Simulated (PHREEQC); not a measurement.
PHREEQC input (Pitzer model, pitzer.dat):

```
SOLUTION 1
  temp 30
  units mol/kgw
  pH 7 charge
  S(6) 0.069
  Mg 0.069
  Cl 0.0098
  K 0.0098
END
USE solution 1
INCREMENTAL_REACTIONS false
REACTION 1
  H2O -1
  0 9.886 18.011 24.689 30.178 34.689 38.397 41.444
  43.949 46.007 47.699 49.089 50.232 51.172 51.944 52.578
  53.1 53.528 53.88 54.17 54.408 54.603 54.764 54.896 moles
EQUILIBRIUM_PHASES 1
  Arcanite 0 0
  Bischofite 0 0
  Brucite 0 0
  Carnallite 0 0
  Epsomite 0 0
  Hexahydrite 0 0
  Kainite 0 0
  Kieserite 0 0
  Leonite 0 0
  Misenite 0 0
  Schoenite 0 0
  Sylvite 0 0
  MgCl2_4H2O 0 0
SELECTED_OUTPUT 1
  -reset false
  -pH true
  -pe true
  -ionic_strength true
  -water true
  -activities H2O
  -totals Cl K Mg S
  -molalities H+ K+ Mg+2 Cl- SO4-2 OH- HSO4- MgOH+
  -equilibrium_phases Arcanite Bischofite Brucite Carnallite Epsomite Hexahydrite Kainite Kieserite Leonite Misenite
    Schoenite Sylvite MgCl2_4H2O
PRINT
  -reset false
END
```

Selected output (columns that matter, 15 of 24 rows; water left (kg) added in front):

```
water left (kg)	pH	mu	Cl	K	Mg	S	m_H+	m_K+	m_Mg+2	m_Cl-	m_SO4-2	la_H2O	Epsomite	Schoenite
1	6.8064	0.2858	0.0098	0.0098	0.069	0.069	2.2788e-07	0.0098	0.069	0.0098	0.069	-0.00080123	0	0
0.675514	6.7822	0.42308	0.014507	0.014507	0.10214	0.10214	2.5338e-07	0.014507	0.10214	0.014507	0.10214	-0.0011488	0	0
0.555203	6.7679	0.51477	0.017651	0.017651	0.12428	0.12428	2.6862e-07	0.017651	0.12428	0.017651	0.12428	-0.0013769	0	0
0.375043	6.734	0.76204	0.02613	0.02613	0.18398	0.18398	3.0533e-07	0.02613	0.18398	0.02613	0.18398	-0.0019825	0	0
0.253345	6.6909	1.1281	0.038682	0.038682	0.27236	0.27236	3.523e-07	0.038682	0.27236	0.038682	0.27236	-0.0028647	0	0
0.208215	6.6649	1.3726	0.047067	0.047067	0.33139	0.33139	3.8043e-07	0.047067	0.33139	0.047067	0.33139	-0.0034488	0	0
0.140655	6.6012	2.0319	0.069674	0.069674	0.49056	0.49056	4.4735e-07	0.069674	0.49056	0.069674	0.49056	-0.0050225	0	0
0.0950203	6.515	3.0078	0.10314	0.10314	0.72616	0.72616	5.2856e-07	0.10314	0.72616	0.10314	0.72616	-0.0074213	0	0
0.0780853	6.4595	3.6601	0.1255	0.1255	0.88365	0.88365	5.7301e-07	0.1255	0.88365	0.1255	0.88365	-0.0091279	0	0
0.0527548	6.3109	5.4175	0.18577	0.18577	1.3079	1.3079	6.5746e-07	0.18577	1.3079	0.18577	1.3079	-0.014422	0	0
0.0433504	6.2104	6.5928	0.22606	0.22606	1.5917	1.5917	6.8647e-07	0.22606	1.5917	0.22606	1.5917	-0.01873	0	0
0.0292979	5.9327	9.7549	0.33449	0.33449	2.3551	2.3551	6.6362e-07	0.33449	2.3551	0.33449	2.3551	-0.034384	0	0
0.0187148	5.6024	13.457	0.52365	0.52365	3.2333	3.2333	4.7226e-07	0.52365	3.2333	0.52365	3.2333	-0.063094	0.0084902	0
0.0127956	5.5735	13.479	0.76589	0.63229	3.2284	3.1616	4.388e-07	0.63229	3.2284	0.76589	3.1616	-0.067893	0.026836	0.00085475
0.00392625	5.3049	12.406	2.496	0.65234	3.169	2.2471	5.9899e-07	0.65234	3.1689	2.496	2.2471	-0.094589	0.052939	0.0036194
```
